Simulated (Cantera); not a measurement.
Input (Python, Cantera):

```python
import numpy as np
import cantera as ct

gas = ct.Solution("gri30.yaml")
gas.TPX = 623, 10000, {'CO': 1, 'H2': 0.9, 'CH4': 0.51, 'O2': 1.64, 'N2': 6.17}
flame = ct.FreeFlame(gas, width=0.2)
flame.set_refine_criteria(ratio=3, slope=0.08, curve=0.16)
flame.transport_model = "mixture-averaged"
flame.solve(loglevel=0, auto=True)
flame.transport_model = "multicomponent"
flame.soret_enabled = True
flame.solve(loglevel=0, refine_grid=True)
z, T = flame.grid, flame.T
thick = (T[-1] - T[0]) / np.gradient(T, z).max()
show = ['CO', 'H2', 'CH4', 'CH2O', 'HCN', 'OH']
print(f"laminar burning velocity  {flame.velocity[0] * 100:.3f} cm/s")
print(f"burnt temperature         {T[-1]:.1f} K")
print(f"thermal thickness         {thick * 1e3:.4f} mm")
print(f"grid points               {len(z)}")
z0 = z[flame.heat_release_rate.argmax()]
print(f"{'z/mm':>9s}{'T/K':>9s}{'u/(m/s)':>9s}" + "".join(f"{s:>11s}" for s in show))
rows = []
for k in (-3, -2, -1.5, -1, -0.5, -0.25, 0, 0.25, 0.5, 1, 2, 4, 8):
    zz = z0 + k * thick
    rows.append([k * thick, np.interp(zz, z, T), np.interp(zz, z, flame.velocity),
                 *(np.interp(zz, z, flame.X[gas.species_index(s)]) for s in show)])
    print(f"{rows[-1][0] * 1e3:9.3f}{rows[-1][1]:9.1f}{rows[-1][2]:9.3f}" + "".join(f"{x:11.3e}" for x in rows[-1][3:]))
```

It prints:

```
laminar burning velocity  386.107 cm/s
burnt temperature         2365.3 K
thermal thickness         2.4838 mm
grid points               192
     z/mm      T/K  u/(m/s)         CO         H2        CH4       CH2O        HCN         OH
   -7.451    623.0    3.861  9.785e-02  8.804e-02  4.990e-02  1.945e-09  1.205e-15  1.452e-09
   -4.968    623.2    3.861  9.788e-02  8.776e-02  4.991e-02  2.462e-07 -4.893e-15  3.488e-07
   -3.726    625.0    3.869  9.794e-02  8.687e-02  4.992e-02  2.432e-06  1.735e-13  4.707e-06
   -2.484    639.5    3.948  9.808e-02  8.347e-02  4.985e-02  1.330e-05  2.675e-11  3.537e-05
   -1.242    755.1    4.641  9.912e-02  7.414e-02  4.691e-02  6.994e-05  3.746e-09  1.555e-04
   -0.621   1014.9    6.271  1.050e-01  6.883e-02  3.457e-02  3.514e-04  4.247e-08  6.630e-04
    0.000   1422.3    8.911  1.179e-01  5.927e-02  1.023e-02  5.192e-04  2.461e-07  3.612e-03
    0.621   1608.9   10.141  1.155e-01  4.134e-02  9.010e-04  9.144e-05  3.192e-07  7.534e-03
    1.242   1652.2   10.402  1.043e-01  3.139e-02  4.033e-05  4.746e-06  1.728e-07  9.218e-03
    2.484   1688.6   10.576  8.772e-02  2.898e-02  1.071e-07  1.351e-08  3.627e-08  1.011e-02
    4.968   1728.5   10.763  7.463e-02  3.090e-02  7.018e-12  3.826e-11  1.872e-09  1.065e-02
    9.935   1774.7   11.005  7.119e-02  3.158e-02  2.899e-16  3.557e-11  3.037e-11  1.118e-02
   19.870   1839.4   11.349  7.175e-02  3.117e-02  9.320e-17  3.671e-11  6.474e-13  1.181e-02
```

Cantera simulation using GRI-Mech 3.0 (53 species, 325 reactions); the numbers are that mechanism's predictions, not measurements. Burning velocities carry a grid error of a few per cent, more on coarse grids.
